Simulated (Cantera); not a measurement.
Cantera run:

```python
import numpy as np
import cantera as ct

gas_names = """
    CL CL2 H HCL H2 N NH NH2 NH3 N2 N2H2 N2H4 Si SiCL SiCL2 SiCL3 SiCL4 SiH SiHCL3 SiH2 SiH2CL2 SiH3
    SiH3CL SiH4 SiN Si2 Si2N Si3
""".split()
cond_names = """
    NH4CL(a) NH4CL(b) Si(cr) Si(L) Si3N4(a)
""".split()


# ... load() reads the species with a 1 bar reference pressure and builds the phases ...
atoms = {
    'SiH2Cl2': {'Si': 1, 'H': 2, 'CL': 2},
    'N2': {'N': 2},
}
top_T = {'Si3N4(a)': 2400}  # K; cautious upper limits of use, not melting points


# ... equilibrate(T, P, feed) seeds the gas with the atoms and calls Mixture.equilibrate('TP', solver="vcs", rtol=1e-11, max_steps=5000) ...
results = []
feed = {'SiH2Cl2': 1, 'N2': 4.6}  # mol
P = 1000  # Pa
for T in [1348, 1373, 1398, 1423, 1448, 1473, 1498, 1523, 1548]:
    mix = equilibrate(T, P, feed)
    results.append((T, P, feed, dict(zip(mix.species_names, mix.species_moles))))
    x = sorted(zip(gas.X, gas.species_names), reverse=True)
    print(f"T = {T:g} K  P = {P:g} Pa  gas = {mix.phase_moles(0):.4g} mol")
    print("   x: " + "  ".join(f"{s} {v:.3e}" for v, s in x if v > 0.001))
    print("   condensed (mol): " + ("  ".join(f"{mix.phase(i).name} {mix.phase_moles(i):.4g}"
          for i in range(1, mix.n_phases) if mix.phase_moles(i) > 1e-12) or "none"))
```

It prints:

```
T = 1348 K  P = 1000 Pa  gas = 5.934 mol
   x: N2 6.865e-01  HCL 2.190e-01  H2 5.885e-02  SiCL4 2.027e-02  SiCL2 8.965e-03  SiCL3 6.016e-03
   condensed (mol): Si3N4(a) 0.263
T = 1373 K  P = 1000 Pa  gas = 5.957 mol
   x: N2 6.859e-01  HCL 2.161e-01  H2 5.967e-02  SiCL4 1.776e-02  SiCL2 1.318e-02  SiCL3 7.112e-03
   condensed (mol): Si3N4(a) 0.2572
T = 1398 K  P = 1000 Pa  gas = 5.986 mol
   x: N2 6.851e-01  HCL 2.118e-01  H2 6.100e-02  SiCL2 1.867e-02  SiCL4 1.495e-02  SiCL3 8.082e-03
   condensed (mol): Si3N4(a) 0.2495
T = 1423 K  P = 1000 Pa  gas = 6.02 mol
   x: N2 6.844e-01  HCL 2.061e-01  H2 6.293e-02  SiCL2 2.544e-02  SiCL4 1.201e-02  SiCL3 8.786e-03
   condensed (mol): Si3N4(a) 0.24
T = 1448 K  P = 1000 Pa  gas = 6.058 mol
   x: N2 6.838e-01  HCL 1.988e-01  H2 6.553e-02  SiCL2 3.327e-02  SiCL4 9.160e-03  SiCL3 9.107e-03
   condensed (mol): Si3N4(a) 0.2287
T = 1473 K  P = 1000 Pa  gas = 6.099 mol
   x: N2 6.834e-01  HCL 1.900e-01  H2 6.883e-02  SiCL2 4.181e-02  SiCL3 9.003e-03  SiCL4 6.634e-03
   condensed (mol): Si3N4(a) 0.2161
T = 1498 K  P = 1000 Pa  gas = 6.14 mol
   x: N2 6.832e-01  HCL 1.800e-01  H2 7.275e-02  SiCL2 5.060e-02  SiCL3 8.520e-03  SiCL4 4.580e-03
   condensed (mol): Si3N4(a) 0.2026
T = 1523 K  P = 1000 Pa  gas = 6.179 mol
   x: N2 6.833e-01  HCL 1.691e-01  H2 7.717e-02  SiCL2 5.926e-02  SiCL3 7.766e-03  SiCL4 3.040e-03
   condensed (mol): Si3N4(a) 0.1887
T = 1548 K  P = 1000 Pa  gas = 6.217 mol
   x: N2 6.837e-01  HCL 1.577e-01  H2 8.192e-02  SiCL2 6.754e-02  SiCL3 6.873e-03  SiCL4 1.958e-03
   condensed (mol): Si3N4(a) 0.1748
```

These are equilibrium values from Cantera (NASA tables, ideal gas, pure condensed phases), not measurements of a reactor. N2 is the only nitrogen source here; it is nearly inert below about 1500 K, so the nitride shown seldom forms there in practice. The tables' values for SiCl3 are old estimates; treat these amounts as uncertain.
